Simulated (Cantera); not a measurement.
A closed system holds: 1 mol SiCl₄, 24 mol N₂, equilibrated at 1050 °C.

Method: chemical equilibrium by Gibbs-energy minimisation in Cantera with the NASA 1993 tables (ideal gas, pure condensed phases). Candidate condensed phases: Si, Si₃N₄; 13 gas species. The tables' values for SiCl₃ are old estimates; treat these amounts as uncertain. The numbers say what is thermodynamically allowed, not how fast it happens.

x: gas mole fraction; nothing condenses.

| P (Pa) | x N₂ | x SiCl₄ | x Cl | x SiCl₃ | x SiCl₂ | x Cl₂ |
|---|---|---|---|---|---|---|
| 5 | 0.954 | 0.0352 | 0.00607 | 0.00310 | 0.00149 | 7.98e-6 |
| 36 | 0.958 | 0.0382 | (withheld) | 0.00142 | (withheld) | (withheld) |
| 260 | 0.959 | 0.0393 | 0.000682 | 0.000594 | 4.90e-5 | 5.23e-6 |
| 1900 | 0.960 | 0.0397 | (withheld) | 0.000234 | (withheld) | (withheld) |
| 14000 | 0.960 | 0.0399 | 8.42e-5 | 9.06e-5 | 1.12e-6 | 4.30e-6 |
| 100000 | 0.960 | 0.0400 | 2.93e-5 | 3.64e-5 | 1.82e-7 | 3.73e-6 |

**Question.** What belongs in the gaps?

**Answer.** 
- 1900, x Cl: 0.000239
- 1900, x SiCl₂: 7.52e-6
- 1900, x Cl₂: 4.72e-6
- 36, x Cl: 0.00199
- 36, x SiCl₂: 0.000290
- 36, x Cl₂: 6.19e-6
